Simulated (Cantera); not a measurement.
An isothermal, constant-pressure homogeneous reactor starts with CO : O2 : H2O : N2 = 0.0012 : 0.065 : 0.032 : 1 (molar parts), equivalence ratio 0.0092, at 1273 K and 40000 Pa.

Model: GRI-Mech 3.0 (53 species, 325 reactions), integrated in Cantera.

x: mole fraction; the columns are a selection and need not sum to one.

```
t (s)         x CO    x O2   x H2O     x CO2       x H      x OH
--------  --------  ------  ------  --------  --------  --------
0.000200   0.00109  0.0592  0.0291  8.34e-10  1.22e-11  7.00e-10
0.000530   0.00109  0.0592  0.0291   2.85e-9  5.94e-11   3.23e-9
0.00140    0.00109  0.0592  0.0291   1.75e-8  3.93e-10   2.11e-8
0.00372    0.00109  0.0592  0.0291   5.59e-7       ___   6.27e-7
0.00984   0.000745  0.0589  0.0290  0.000348       ___  0.000158
0.0261     7.35e-5  0.0587  0.0291   0.00102       ___   8.18e-5
0.0690     7.16e-6  0.0587  0.0291   0.00109       ___   3.11e-5
0.183      5.80e-7  0.0587  0.0291   0.00109       ___   1.37e-5
0.484      2.66e-8  0.0587  0.0292   0.00109  6.99e-10   7.02e-6
1.28       1.18e-9  0.0587  0.0292   0.00109  1.84e-10   4.46e-6
3.40      6.51e-10  0.0587  0.0292   0.00109  1.18e-10   3.82e-6
9.00      6.33e-10  0.0587  0.0292   0.00109  1.15e-10   3.78e-6
```

Question: What belongs in the gaps?

Answer: 
- 0.00372, x H: 1.17e-8
- 0.00984, x H: 1.12e-5
- 0.0261, x H: 1.26e-6
- 0.0690, x H: 6.46e-8
- 0.183, x H: 5.23e-9
